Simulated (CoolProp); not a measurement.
Vapour-liquid equilibrium of cyclohexane (1) + ethylbenzene (2) at 91.75 °C; x and y are mole fractions of (1).

Values from CoolProp's multi-fluid Helmholtz-energy mixture model, Zhou 2014 and Zhou 2012; pair parameters Bell 2016.

**Question.** Give the bubble pressure and the first vapour's composition at x = 0.65, 0.85, 0.95. Is there an azeotrope?

**Answer.** x = 0.65: 104.6 kPa, y = 0.899; x = 0.85: 124.3 kPa, y = 0.958; x = 0.95: 134.3 kPa, y = 0.986. No azeotrope shows between x = 0.05 and 0.95.

Pair parameters are fitted to limited data, so mixtures are less certain than the pure fluids.
